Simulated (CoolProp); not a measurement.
The fluid at 298.15 K and 0.521 MPa is compressed adiabatically to 2.85 MPa with isentropic efficiency 0.8. The same conditions are run with several fluids, on thermodynamics alone (safety and materials aside).

Computed with CoolProp (reference Helmholtz-energy equation of state of each fluid (CH2F2 (R32): Tillner-Roth 1997; R115: Lemmon 2016; R13: Platzer 1990; R410A: Lemmon 2003; hydrogen sulfide: Lemmon 2006)). The equations of Platzer and Polt are older, rougher fits. Blends and air are pseudo-pure fits.

Q: Rank CH2F2 (R32), R115, R13, R410A, hydrogen sulfide by work (kJ/kg), highest first.

A: hydrogen sulfide (182), CH2F2 (R32) (109), R410A (73.7), R13 (51.8), R115 (28.7)

| fluid | final temperature (K) | final density (kg/m³) |
|---|---|---|
| CH2F2 (R32) | 429.9 | 45.8 |
| R115 | 363.9 | 232 |
| R13 | 386.3 | 104 |
| R410A | 397.9 | 72.2 |
| hydrogen sulfide | 482.9 | 25.3 |
